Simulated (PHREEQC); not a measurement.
A solution holds 2.8 mmol/kgw NaOH, 0.069 mmol/kgw H4SiO4 and 0.092 mmol/kgw K3PO4, at 25 °C. Closed to the air; pH follows from the charge balance.

Equilibrium calculation in PHREEQC: ion-association model, wateq4f.dat.

Precipitation was switched off in this run.

Estimate the pH, ionic strength.

pH 11.42; ionic strength 0.00319 mol/kgw.

In which forms is P present?

HPO4-2 86 %, PO4-3 14 % of the P.

Complexes and solids missing from the database can't appear. H3PO4, which wateq4f.dat lacks, is added to it with the constant of phreeqc.dat.
